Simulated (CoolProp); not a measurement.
Model: reference Helmholtz-energy equation of state, Thol 2018, in CoolProp.

For hydrogen chloride, give the phase and the cp (kJ/(kg K)), cv (kJ/(kg K)), speed of sound (m/s) at 623.6 K and 12000 kPa; 169.4 K and 15.9 kPa; 479.3 K and 12600 kPa.


- 623.6 K and 12000 kPa: supercritical; cp 0.922, cv 0.600, speed of sound 450
- 169.4 K and 15.9 kPa: gas; cp 0.811, cv 0.575, speed of sound 232
- 479.3 K and 12600 kPa: supercritical; cp 1.09, cv 0.620, speed of sound 381
